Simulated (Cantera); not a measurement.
A perfectly stirred reactor is fed with C2H6 : N2 = 1 : 9.3 (molar parts), at 98.0 Pa; it is held at 1875 K, and followed from long to short residence time.

Model: GRI-Mech 3.0 (53 species, 325 reactions), integrated in Cantera. GRI-Mech 3.0 stops at C3 and has no aromatics, soot or wall deposition, so with more carbon than oxygen in the feed, carbon stays in small species such as C2H2 where larger ones or solid carbon would form. Radical loss at walls, strong at low pressure, is not modelled.

Question: What does this change do: temperature 1875 to 1100 K?

Answer: 
```csv
quantity,before,after
x(C2H6) at τ = 0.550 s,0.000173,0.0942
x(H) at τ = 0.550 s,0.00242,1.88e-6
x(CH4) at τ = 0.550 s,0.0115,0.000343
x(C2H4) at τ = 0.550 s,0.00107,0.00241
x(CH2) at τ = 0.550 s,4.36e-5,1.05e-9
x(C2H6) at τ = 11.0 ms,0.00734,0.0971
x(H) at τ = 11.0 ms,0.00301,1.03e-8
x(CH4) at τ = 11.0 ms,0.0237,2.92e-7
x(C2H4) at τ = 11.0 ms,0.0177,2.71e-7
x(CH2) at τ = 11.0 ms,0.000170,<1e-12
```

Question: What does this change do: temperature 1875 to 1475 K?

Answer: 
```
quantity                  before     after
----------------------  --------  --------
x(C2H6) at τ = 0.550 s  0.000173   0.00442
x(H) at τ = 0.550 s      0.00242  0.000383
x(CH4) at τ = 0.550 s     0.0115    0.0373
x(C2H4) at τ = 0.550 s   0.00107    0.0152
x(CH2) at τ = 0.550 s    4.36e-5   5.13e-6
x(C2H6) at τ = 11.0 ms   0.00734    0.0784
x(H) at τ = 11.0 ms      0.00301  0.000155
x(CH4) at τ = 11.0 ms     0.0237   0.00366
x(C2H4) at τ = 11.0 ms    0.0177    0.0103
x(CH2) at τ = 11.0 ms   0.000170   6.03e-6
```

Question: What does this change do: temperature 1875 to 1700 K?

Answer: 
```csv
quantity,before,after
x(C2H6) at τ = 0.550 s,0.000173,0.000603
x(H) at τ = 0.550 s,0.00242,0.00135
x(CH4) at τ = 0.550 s,0.0115,0.0200
x(C2H4) at τ = 0.550 s,0.00107,0.00300
x(CH2) at τ = 0.550 s,4.36e-5,2.20e-5
x(C2H6) at τ = 11.0 ms,0.00734,0.0228
x(H) at τ = 11.0 ms,0.00301,0.00134
x(CH4) at τ = 11.0 ms,0.0237,0.0205
x(C2H4) at τ = 11.0 ms,0.0177,0.0271
x(CH2) at τ = 11.0 ms,0.000170,7.17e-5
```
